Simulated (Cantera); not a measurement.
Charge: 1 mol CS2, 0.44 mol H2, 0.039 mol SO2, at 1177 °C and 1.10e7 Pa.

Cantera equilibrium calculation (NASA polynomials, part measured and part estimated; ideal gas, pure solids and liquids). Candidate condensed phases: C, C6H6, C7H8, C8H18, H2O, H2SO4, S; 123 gas species. The ideal-gas law is rough above about 30 bar. Equilibrium is a limit: real reactors are often held back by kinetics, nucleation or transport.

Base state: CS2 0.512, H2S 0.312, S2 0.0957, CO 0.0391, H2 0.0206, COS 0.0195, SH 0.000586, H2O 0.000221 (mole fractions); condensed: C(graphite).

Question: What changes in the equilibrium state with this change: temperature from 1177 °C to 2550 °C?

Answer: 
```csv
species,before,after
CS2,0.512,0.401
H2,0.0206,0.174
CS,2.59e-5,0.130
H2S,0.312,0.0758
SH,0.000586,0.0371
COS,0.0195,0.000873
CO,0.0391,0.0483
S2,0.0957,0.118
C4H2,<1e-9,9.39e-5
C2H2 (acetylene),1.01e-7,0.00627
"C(graphite), mol",0.248,0.0585
```

Question: What changes in the equilibrium state with this change: SO2 from 0.039 to 0.0036 mol?

Answer: 
```tsv
species	before	after
CS2	0.512	0.539
H2S	0.312	0.332
S2	0.0957	0.101
CO	0.0391	0.00382
COS	0.0195	0.00196
H2	0.0206	0.0214
CO2	0.000176	1.68e-6
H2O	0.000221	2.24e-5
CH4	0.000155	0.000166
C(graphite), mol	0.248	0.324
```

Question: What changes in the equilibrium state with this change: temperature from 1177 °C to 1475 °C?

Answer: 
| species | before | after |
|---|---|---|
| CS2 | 0.512 | 0.506 |
| H2S | 0.312 | 0.264 |
| S2 | 0.0957 | 0.110 |
| H2 | 0.0206 | 0.0588 |
| COS | 0.0195 | 0.00775 |
| CO | 0.0391 | 0.0497 |
| S | 6.59e-7 | 1.52e-5 |
| CS | 2.59e-5 | 0.000555 |
| CO2 | 0.000176 | 2.80e-5 |
| C(graphite), mol | 0.248 | 0.236 |
